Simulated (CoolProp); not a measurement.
Vapour-liquid equilibrium of sulfur hexafluoride (1) + CH2F2 (R32) (2) at 0.697 MPa; x and y are mole fractions of (1).

Computed with CoolProp (multi-fluid Helmholtz-energy mixture model, Guder 2009 and Tillner-Roth 1997; pair parameters Bell 2016).

```tsv
x	bubble temperature, mixture model (K)	bubble temperature, Raoult's law (K)	y, mixture model	y, Raoult's law
0.05	257.9	267.6	?	0.077
0.15	248.1	265.9	0.538	0.219
0.25	245.4	264.3	0.595	0.348
0.35	244.8	262.7	0.610	0.465
0.45	244.7	261.1	0.614	0.571
0.55	244.6	259.7	0.618	0.667
0.65	244.6	258.2	0.630	0.754
0.75	244.8	256.8	0.657	0.833
0.85	246.0	255.4	?	0.905
0.95	?	254.1	0.860	0.970
```

Question: What belongs in the gaps?

Answer: 
- 0.05, y, mixture model: 0.308
- 0.85, y, mixture model: 0.717
- 0.95, bubble temperature, mixture model (K): 249.7

The largest gap from Raoult's law is -18.9 K in bubble temperature, at x = 0.25. y crosses x between x = 0.55 and 0.65: the model has an azeotrope there.

Pair parameters are fitted to limited data, so mixtures are less certain than the pure fluids. With so large a gap from Raoult's law the liquid may split in two, which this calculation doesn't test in full.
